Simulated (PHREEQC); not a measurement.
1 kg of water meets 20 L of dry gas (CO2 1 by moles) at fixed total pressure, at 60 °C; fugacities by Peng-Robinson. The gases take part in no redox reaction, some water evaporates into the gas, and hydrates or a liquid gas phase aren't modelled. No solid was allowed to form.

Model: Pitzer model, pitzer.dat, run in PHREEQC.

```
P (atm)  dissolved CO2 (all carbonate carbon) (mol/kgw)  φ of CO2    pH
-------  ----------------------------------------------  --------  ----
2                                                0.0296     0.992  3.91
5                                                0.0777     0.981  3.70
10                                                0.155     0.961  3.55
20                                                0.302     0.924  3.40
30                                                0.435     0.887  3.33
40                                                0.557     0.851  3.27
50                                                0.666     0.816  3.24
75                                                0.886     0.732  3.17
100                                                1.03     0.654  3.14
150                                                1.18     0.525  3.10
200                                                1.26     0.447  3.08
300                                                1.38     0.367  3.04
400                                                1.47     0.331  3.01
```

Away from 25 °C the constants follow the database's enthalpies or fits; those with neither stay at their 25 °C values.
